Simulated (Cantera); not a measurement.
Feed: 1 mol SO2, 0.029 mol O2, 7.1 mol H2, held at 608 Torr.

Cantera equilibrium calculation (NASA polynomials, part measured and part estimated; ideal gas, pure solids and liquids). Candidate condensed phases: H2O, H2SO4, S; 19 gas species. Kinetics and transport are ignored. All values below are at 1173 K.

Base state: H2 0.569, H2O 0.290, H2S 0.141, S2 9.98e-5, SH 2.32e-5 (mole fractions); condensed: gas only.

### Question
What changes in the equilibrium state with this change: SO2 replaced by HF?

### Answer
```tsv
species	before	after
H2	0.569	0.869
HF	0	0.123
H2O	0.290	0.00716
H2S	0.141	0
S2	9.98e-5	0
SH	2.32e-5	0
```
